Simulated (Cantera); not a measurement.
# Equilibrium for sublimation and decomposition of ceramics: ZrN + N₂

Feed: 1 mol ZrN, 0.096 mol N₂, held at 1748 K and 100 Torr.

Cantera equilibrium calculation (NASA polynomials, part measured and part estimated; ideal gas, pure solids and liquids). Candidate condensed phases: Zr, ZrN; 4 gas species. ZrN: taken at fixed stoichiometry. Kinetics and transport are ignored.

```json
{
 "x(N₂)": "1.00",
 "n(ZrN(s))": "1.00 mol",
 "gas_amount": "0.09600 mol",
 "log10 activity of Zr(β) (absent)": "-5.67"
}
```
